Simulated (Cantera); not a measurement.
Input (Python, Cantera) and output of one run.

```python
import numpy as np
import cantera as ct

gas_names = """
    H HNO HNO2 HNO3 HO2 H2 H2O H2O2 N NH NH2 NH3 NH2OH NO NO2 NO3 N2 N2H2 N2H4 N2O O OH O2 O3 Si SiH
    SiH2 SiH3 SiH4 SiN SiO SiO2 Si2 Si2N Si3
""".split()
cond_names = """
    H2O(s) H2O(L) Si(cr) Si(L) SiO2(Lqz) SiO2(hqz) SiO2(L) Si2N2O(s) Si3N4(a)
""".split()


# ... load() reads the species with a 1 bar reference pressure and builds the phases ...
atoms = {
    'Si': {'Si': 1},
    'H2O': {'H': 2, 'O': 1},
    'N2': {'N': 2},
}
top_T = {'Si2N2O(s)': 2100, 'Si3N4(a)': 2400}  # K; cautious upper limits of use, not melting points


# ... equilibrate(T, P, feed) seeds the gas with the atoms and calls Mixture.equilibrate('TP', solver="vcs", rtol=1e-11, max_steps=5000) ...
results = []
feed = {'Si': 1, 'H2O': 1.1, 'N2': 100}  # mol
T = 975  # K
P = 101325  # Pa
mix = equilibrate(T, P, feed)
results.append((T, P, feed, dict(zip(mix.species_names, mix.species_moles))))
print(gas.report(threshold=0.001))
for i in range(1, mix.n_phases):
    print(f"{mix.phase(i).name:16s} {mix.phase_moles(i):12.5e} mol")
```

Result:

```
       temperature   975 K
          pressure   1.0132e+05 Pa
           density   0.3466 kg/m^3
  mean mol. weight   27.73 kg/kmol
   phase of matter   gas

                          1 kg             1 kmol
                     ---------------   ---------------
          enthalpy        7.4434e+05        2.0641e+07  J
   internal energy          4.52e+05        1.2534e+07  J
           entropy            8188.3        2.2707e+05  J/K
    Gibbs function       -7.2393e+06       -2.0075e+08  J
 heat capacity c_p            1173.3             32536  J/K
 heat capacity c_v            873.46             24221  J/K

                      mass frac. Y      mole frac. X     chem. pot. / RT
                     ---------------   ---------------   ---------------
                H2        0.00079317           0.01091           -21.948
                N2           0.99921           0.98909           -24.794
     [  +33 minor]        1.4188e-06        2.2273e-06

Si(cr)            0.00000e+00 mol
SiO2(hqz)         3.99904e-01 mol
Si2N2O(s)         3.00048e-01 mol
Si3N4(a)          0.00000e+00 mol
```

Equilibrium computed with Cantera from the NASA thermochemical tables; the gas is ideal and each condensed phase is pure. N2 is the only nitrogen source here; it is nearly inert below about 1500 K, so the nitride shown seldom forms there in practice.
